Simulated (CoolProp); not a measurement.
A Linde-Hampson liquefier for dry air: isothermal reversible compression at 280 K from 1 atm to 15 MPa, throttling to 1 atm, return gas leaving the recuperator 5 K below the feed. Each further row changes one setting.

The numbers come from the reference Helmholtz-energy equation of state, Lemmon 2000 in CoolProp. It is a pseudo-pure fit of the blend.

| case | liquid yield per pass | compression work (kJ/kg of gas) |
|---|---|---|
| as stated | … | 398 |
| high pressure 30 MPa | … | … |
| warm-end temperature 310 K | … | … |
| warm-end gap 10 K | … | 398 |

Q: Complete the blanks.

A: 
- as stated, liquid yield per pass: 0.070
- high pressure 30 MPa, liquid yield per pass: 0.110
- high pressure 30 MPa, compression work (kJ/kg of gas): 455
- warm-end temperature 310 K, liquid yield per pass: 0.049
- warm-end temperature 310 K, compression work (kJ/kg of gas): 444
- warm-end gap 10 K, liquid yield per pass: 0.058
